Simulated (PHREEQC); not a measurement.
A PHREEQC input (ion-association model, wateq4f.dat):

```
SOLUTION 1
  temp 18
  units mg/L
  pH 6.4 charge
  pe -0.1
  Na 2.81
  K 0.429
  Ca 4.38
  Mg 0.709
  Cl 6.35
  S(6) 8.56 as SO4
  Alkalinity 2.6 as HCO3
  F 0.00364
END
USE solution 1
EQUILIBRIUM_PHASES 1
  Quartz 0 0.5
  CO2(g) -3.4 10
END
```

It stops with these messages:

```
ERROR: pH adustment cannot attain charge balance when alkalinity is fixed.
ERROR: Program terminating due to input errors.
```

The fault: pH asked from the charge balance while alkalinity is fixed. The line should read `pH 6.4` where the input has `pH 6.4 charge`. With the mend the run ends at pH 6.79 and ionic strength 0.000625 mol/kgw.
